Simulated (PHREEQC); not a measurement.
Dissolve 0.21 mol Cu(NO3)2, 0.0019 mol H2SO4 and 5.9e-05 mol H3BO3 per kg of water at 85 °C. Closed to the air; pH follows from the charge balance.

The numbers come from PHREEQC with the ion-association model, phreeqc.dat.

This is a speciation only: nothing precipitates in the calculation.

Task: What pH, specific conductance does the model give?

Result: pH 2.57; specific conductance 81500 µS/cm.

Task: In which forms is S present?

Result: CuSO4 56 %, SO4-2 35 %, HSO4- 9.3 % of the S.

Complexes and solids missing from the database can't appear. Away from 25 °C the constants follow the database's enthalpies or fits; those with neither stay at their 25 °C values.
